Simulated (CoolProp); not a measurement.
Saturation properties of n-decane.

Values from CoolProp's reference Helmholtz-energy equation of state, Lemmon 2006. It is a short technical equation, of lower accuracy than the large ones.

```
T (K)   p (bar)  liquid density (kg/m³)  surface tension (mN/m)  liquid viscosity (µPa s)  vapour viscosity (µPa s)  liquid conductivity (mW/(m K))
-----  --------  ----------------------  ----------------------  ------------------------  ------------------------  ------------------------------
304    0.002712                     ___                    22.8                       780                      5.37                             128
309.7  0.003923                   717.5                    22.3                       ___                      5.47                             126
315.5  0.005618                   712.9                    21.8                       669                      5.56                             ___
321.2  0.007872                   708.5                    21.2                       624                      5.66                             124
327     0.01093                   704.0                    20.7                       582                      5.76                             122
332.7   0.01489                   699.5                    20.2                       545                      5.85                             121
338.5   0.02012                   695.0                     ___                       511                      5.95                             119
344.2   0.02672                   690.5                    19.1                       481                      6.05                             118
```

**Question.** What belongs in the gaps?

**Answer.** 
- 304, liquid density (kg/m³): 721.9
- 309.7, liquid viscosity (µPa s): 722
- 315.5, liquid conductivity (mW/(m K)): 125
- 338.5, surface tension (mN/m): 19.6

It boils at 447.3 K under 1 atm.

Viscosity comes from a separate model (Huber 2004). Thermal conductivity comes from a separate model (Huber 2005). Surface tension comes from a separate correlation (Mulero 2012).
